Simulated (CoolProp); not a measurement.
Nitrogen at 376.92 K and 7.77 MPa flows at 0.054 m/s in a round tube of 50 mm bore and 1.5 µm roughness, fully developed (64/Re and Nu = 3.66 if laminar; Colebrook and Gnielinski if turbulent). Each further row changes one setting.

Values from CoolProp's reference Helmholtz-energy equation of state, Span 2000.

```csv
case,Reynolds number,Darcy friction factor,pressure drop (Pa/m),heat-transfer coefficient (W/(m² K)),mass flow (kg/h)
as stated,8220,…,0.0645,17.3,…
velocity 0.108 m/s,16400,0.0272,0.215,…,…
diameter 100 mm,16400,0.0272,…,15.2,104
```

**Question.** What belongs in the gaps?

**Answer.** 
- as stated, Darcy friction factor: 0.0326
- as stated, mass flow (kg/h): 25.9
- velocity 0.108 m/s, heat-transfer coefficient (W/(m² K)): 30.4
- velocity 0.108 m/s, mass flow (kg/h): 51.8
- diameter 100 mm, pressure drop (Pa/m): 0.0269

Viscosity comes from a separate model (Lemmon 2004). Thermal conductivity comes from a separate model (Lemmon 2004).
